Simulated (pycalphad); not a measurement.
Source of the numbers: pycalphad with the COST 507 light-alloy database (1999); pressure 1 atm. The database dates from 1999; later assessments differ in places, in temperatures and in the compounds included.

Molar enthalpy of Si-56.12Al (wt.%) in equilibrium (SER reference):

| T (°C) | H (kJ/mol) | phases |
|---|---|---|
| 2077 | 83.99 | liquid |
| 1997 | 81.61 | liquid |
| 1917 | 79.23 | liquid |
| 1837 | 76.84 | liquid |
| 1757 | 74.46 | liquid |
| 1677 | 72.08 | liquid |
| 1597 | 69.69 | liquid |
| 1517 | 67.31 | liquid |
| 1437 | 64.92 | liquid |
| 1357 | 62.54 | liquid |
| 1277 | 60.15 | liquid |
| 1197 | 57.76 | liquid |
| 1117 | 55.36 | liquid |
| 1037 | 52.98 | liquid |
| 997 | 51.79 | liquid |
| 957 | 48.55 | liquid + diamond (Si) |
| 877 | 41.67 | liquid + diamond (Si) |
| 797 | 35.92 | liquid + diamond (Si) |
| 717 | 30.97 | liquid + diamond (Si) |
| 637 | 26.61 | liquid + diamond (Si) |
| 557 | 14.15 | fcc + diamond (Si) |
| 517 | 12.90 | fcc + diamond (Si) |
| 477 | 11.70 | fcc + diamond (Si) |
| 397 | 9.40 | fcc + diamond (Si) |
| 317 | 7.22 | fcc + diamond (Si) |
| 237 | 5.13 | fcc + diamond (Si) |

Cooling from 997 °C to 557 °C, across the freezing range, releases 37.6 kJ/mol, or 1370 J/g. The slope is 30 J/(mol K) in the liquid and 31 J/(mol K) just below the solidus, where it includes any heat of precipitation. Liquidus 986 °C, solidus 577 °C. Changes were sought between steps of 40 K, so a narrower field can be missed.
